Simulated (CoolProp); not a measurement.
A simple Rankine cycle with R227EA: condensing at 292.15 K, boiler at 2.34 MPa, turbine inlet 404 K, turbine efficiency 0.9, pump efficiency 0.6, no recuperator. Each further row changes one setting.

Model: reference Helmholtz-energy equation of state, Lemmon 2016, in CoolProp.

| case | thermal efficiency (%) | net work (kJ/kg) | heat in (kJ/kg) | turbine exit temperature (K) | volume ratio over the turbine |
|---|---|---|---|---|---|
| as stated | 12.2 | 24.1 | 198 | ? | 6.89 |
| turbine inlet 424 K | ? | 26.4 | 221 | 380.3 | 6.60 |
| condensing temperature 284.15 K | 13.5 | 28.0 | 208 | 353.7 | 8.94 |
| boiler pressure 1.64 MPa | 10.2 | 21.0 | 206 | 370.2 | 4.53 |
| turbine efficiency 0.8 | ? | 21.2 | 198 | 362.1 | 6.96 |

Question: What belongs in the gaps?

Answer: 
- as stated, turbine exit temperature (K): 358.9
- turbine inlet 424 K, thermal efficiency (%): 12.0
- turbine efficiency 0.8, thermal efficiency (%): 10.7
